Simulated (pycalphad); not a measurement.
All values are pycalphad results on the COST 507 light-alloy database (1999) (1 atm), not direct measurements. The data set is of 1999 and partly superseded. Phase fractions are per mole of atoms. Kinetics are ignored, which matters at the lower temperatures.

Task: Give the equilibrium state of Si-3.509Mg-83.5Al (wt.%) at 410 K.

Result: FCC_A1, fraction 0.836, with <0.01 Mg, >99.99 Al wt.%; DIAMOND_A4, fraction 0.105, with no Mg, <0.01 Al wt.%; MG2SI, fraction 0.058, with 63.4 Mg, no Al wt.%.

Database names, with the compositions (at.%) that they take in these runs: MG2SI: Mg 67 Si 33. FCC_A1 is fcc; DIAMOND_A4 is diamond (Si). An entry "none" or "no" means that the model of the phase leaves that element out.
